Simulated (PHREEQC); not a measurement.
# Buffer: an equilibrium model

Make-up at 20 °C: 180 mmol/kgw NaHCO3, 0.84 mmol/kgw NaF and 35 mmol/kgw LiCl. Closed to the air; pH follows from the charge balance.

Equilibrium calculation in PHREEQC: ion-association model, phreeqc.dat.

Each row changes one thing in this solution. Precipitation was switched off in this run.

```
case                                           pH  ionic strength (mol/kgw)  Na+ (mol/kgw)
-------------------------------------------  ----  ------------------------  -------------
as made                                      7.99                     0.207          0.171
NaHCO3 left out                              7.21                    0.0358       0.000840
LiCl from 0.035 to 0.0315 mol/kgw            7.99                     0.204          0.171
LiCl replaced by NH4Cl at the same molality  7.93                     0.207          0.171
NaF left out                                 7.99                     0.207          0.170
LiCl left out                                8.00                     0.172          0.171
temperature from 20 to 65 °C                 7.53                     0.205          0.169
```

Constants without temperature data keep their 25 °C values here.
